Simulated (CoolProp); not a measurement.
Vapour-liquid equilibrium of R22 (1) + R142b (2) at 930 kPa; x and y are mole fractions of (1).

Model: multi-fluid Helmholtz-energy mixture model, Kamei 1995 and Lemmon 2006; pair parameters Bell 2016, in CoolProp.

```json
[
 {"x": "0.05", "bubble temperature, mixture model (°C)": "59.5", "bubble temperature, Raoult's law (°C)": "59.0", "y, mixture model": "0.102", "y, Raoult's law": "0.128"},
 {"x": "0.15", "bubble temperature, mixture model (°C)": "54.0", "bubble temperature, Raoult's law (°C)": "52.6", "y, mixture model": "0.279", "y, Raoult's law": "0.333"},
 {"x": "0.25", "bubble temperature, mixture model (°C)": "49.0", "bubble temperature, Raoult's law (°C)": "47.2", "y, mixture model": "0.425", "y, Raoult's law": "0.489"},
 {"x": "0.35", "bubble temperature, mixture model (°C)": "44.5", "bubble temperature, Raoult's law (°C)": "42.3", "y, mixture model": "0.548", "y, Raoult's law": "0.611"},
 {"x": "0.45", "bubble temperature, mixture model (°C)": "40.2", "bubble temperature, Raoult's law (°C)": "38.0", "y, mixture model": "0.653", "y, Raoult's law": "0.707"},
 {"x": "0.55", "bubble temperature, mixture model (°C)": "36.2", "bubble temperature, Raoult's law (°C)": "34.2", "y, mixture model": "0.743", "y, Raoult's law": "0.785"},
 {"x": "0.65", "bubble temperature, mixture model (°C)": "32.4", "bubble temperature, Raoult's law (°C)": "30.7", "y, mixture model": "0.819", "y, Raoult's law": "0.849"},
 {"x": "0.75", "bubble temperature, mixture model (°C)": "28.8", "bubble temperature, Raoult's law (°C)": "27.6", "y, mixture model": "0.884", "y, Raoult's law": "0.902"},
 {"x": "0.85", "bubble temperature, mixture model (°C)": "25.4", "bubble temperature, Raoult's law (°C)": "24.7", "y, mixture model": "0.938", "y, Raoult's law": "0.946"},
 {"x": "0.95", "bubble temperature, mixture model (°C)": "22.3", "bubble temperature, Raoult's law (°C)": "22.0", "y, mixture model": "0.981", "y, Raoult's law": "0.983"}
]
```

The largest gap from Raoult's law is +2.2 K in bubble temperature, at x = 0.45. No azeotrope shows between x = 0.05 and 0.95.

The pair parameters rest on a limited set of measurements; away from them the model extrapolates.
